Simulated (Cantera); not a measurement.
An isothermal, constant-pressure homogeneous reactor starts with 9.09 % H2, 26.7 % O2, 64.2 % N2, equivalence ratio 0.17, at 925 K and 0.390 bar.

Computed with Cantera and GRI-Mech 3.0 (53 species, 325 reactions). Below about 950 K walls govern HO2 and H2O2 in real vessels. The temperature is held fixed by assumption; the heat of reaction is taken as removed at once.

One state of this run: x H2 = 0.0522; x O2 = 0.252; x H = 0.00185; x H2O2 = 4.76e-6; x O = 0.000835; x NO = 2.39e-8. x: mole fraction; the columns are a selection and need not sum to one.

Problem. Which value of t (s) does it belong to?
A) 0.0706
B) 6.02e-5
C) 0.00124
D) 0.000454

Solution. C, 0.00124
